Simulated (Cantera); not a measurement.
Input: 1 mol Mg(OH)₂, 0.37 mol O₂, 0.68 mol H₂, equilibrated at 101000 Pa.

Method: chemical equilibrium by Gibbs-energy minimisation in Cantera with the NASA 1993 tables (ideal gas, pure condensed phases). Candidate condensed phases: H₂O, Mg, MgO, Mg(OH)₂; 15 gas species. Rates play no part.

Problem. At 1773 K, list the 4 most abundant gas species with their mole fractions, and the condensed phases.

Solution. H₂O 0.981, O₂ 0.0174, OH 0.000979, H₂ 0.000308. Condensed: MgO(s).
